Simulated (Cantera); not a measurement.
A perfectly stirred reactor is fed with CH4 : H2 = 1 : 2.3 (molar parts), at 20.0 Torr; it is held at 1950 K, and followed from long to short residence time.

Cantera simulation using GRI-Mech 3.0 (53 species, 325 reactions); the numbers are that mechanism's predictions, not measurements. GRI-Mech 3.0 stops at C3 and has no aromatics, soot or wall deposition, so with more carbon than oxygen in the feed, carbon stays in small species such as C2H2 where larger ones or solid carbon would form. Radical loss at walls, strong at low pressure, is not modelled.

Question: What does this change do: temperature 1950 to 1600 K?

Answer: 
| quantity | before | after |
|---|---|---|
| x(CH4) at τ = 2.70 s | 0.00457 | 0.101 |
| x(H2) at τ = 2.70 s | 0.875 | 0.821 |
| x(C2H4) at τ = 2.70 s | 3.33e-5 | 0.000620 |
| x(C2H2) at τ = 2.70 s | 0.114 | 0.0766 |
| x(C2H) at τ = 2.70 s | 1.14e-5 | 6.49e-8 |
| x(CH4) at τ = 84.0 ms | 0.0411 | 0.276 |
| x(H2) at τ = 84.0 ms | 0.853 | 0.713 |
| x(C2H4) at τ = 84.0 ms | 0.000377 | 0.00192 |
| x(C2H2) at τ = 84.0 ms | 0.0985 | 0.00819 |
| x(C2H) at τ = 84.0 ms | 6.30e-6 | 5.27e-9 |
